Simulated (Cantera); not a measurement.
An isothermal, constant-pressure homogeneous reactor starts with C₂H₆ : N₂ = 1 : 48 (molar parts), at 1600 K and 7.50 Torr. Integrator tolerance rtol = 1e-08.

Model: GRI-Mech 3.0 (53 species, 325 reactions), integrated in Cantera. GRI-Mech 3.0 stops at C3 and has no aromatics, soot or wall deposition, so with more carbon than oxygen in the feed, carbon stays in small species such as C2H2 where larger ones or solid carbon would form. Radical loss at walls, strong at low pressure, is not modelled.

Task: What does this change do: N2 48 to 23 parts?

Result: 
```json
[
 {"quantity": "x(C₂H₆) at 40.0 s", "before": "1.19e-9 (gas-phase equilibrium <1e-12)", "after": "2.35e-9 (gas-phase equilibrium 3.21e-12)"},
 {"quantity": "x(H₂) at 40.0 s", "before": "0.0390 (gas-phase equilibrium 0.0392)", "after": "0.0765 (gas-phase equilibrium 0.0768)"},
 {"quantity": "x(CH₄) at 40.0 s", "before": "0.000125 (gas-phase equilibrium 1.47e-6)", "after": "0.000250 (gas-phase equilibrium 7.09e-6)"},
 {"quantity": "x(C₂H) at 40.0 s", "before": "1.71e-7 (gas-phase equilibrium 3.50e-8)", "after": "2.47e-7 (gas-phase equilibrium 7.71e-8)"},
 {"quantity": "x(HCN) at 40.0 s", "before": "2.04e-5 (gas-phase equilibrium 0.0317)", "after": "1.24e-5 (gas-phase equilibrium 0.0536)"},
 {"quantity": "x(H) at 40.0 s", "before": "0.000102 (gas-phase equilibrium 0.000108)", "after": "0.000147 (gas-phase equilibrium 0.000152)"},
 {"quantity": "x(CH₃) at 40.0 s", "before": "6.63e-6 (gas-phase equilibrium 8.24e-8)", "after": "9.72e-6 (gas-phase equilibrium 2.84e-7)"}
]
```

Task: What does this change do: temperature 1600 to 1875 K?

Result: 
```json
[
 {"quantity": "x(C₂H₆) at 40.0 s", "before": "1.19e-9 (gas-phase equilibrium <1e-12)", "after": "<1e-12 (gas-phase equilibrium <1e-12)"},
 {"quantity": "x(H₂) at 40.0 s", "before": "0.0390 (gas-phase equilibrium 0.0392)", "after": "0.0385 (gas-phase equilibrium 0.0386)"},
 {"quantity": "x(CH₄) at 40.0 s", "before": "0.000125 (gas-phase equilibrium 1.47e-6)", "after": "6.07e-8 (gas-phase equilibrium 1.38e-7)"},
 {"quantity": "x(C₂H) at 40.0 s", "before": "1.71e-7 (gas-phase equilibrium 3.50e-8)", "after": "7.77e-6 (gas-phase equilibrium 1.16e-6)"},
 {"quantity": "x(HCN) at 40.0 s", "before": "2.04e-5 (gas-phase equilibrium 0.0317)", "after": "0.000202 (gas-phase equilibrium 0.0333)"},
 {"quantity": "x(H) at 40.0 s", "before": "0.000102 (gas-phase equilibrium 0.000108)", "after": "0.00130 (gas-phase equilibrium 0.00130)"},
 {"quantity": "x(CH₃) at 40.0 s", "before": "6.63e-6 (gas-phase equilibrium 8.24e-8)", "after": "4.08e-8 (gas-phase equilibrium 9.29e-8)"}
]
```
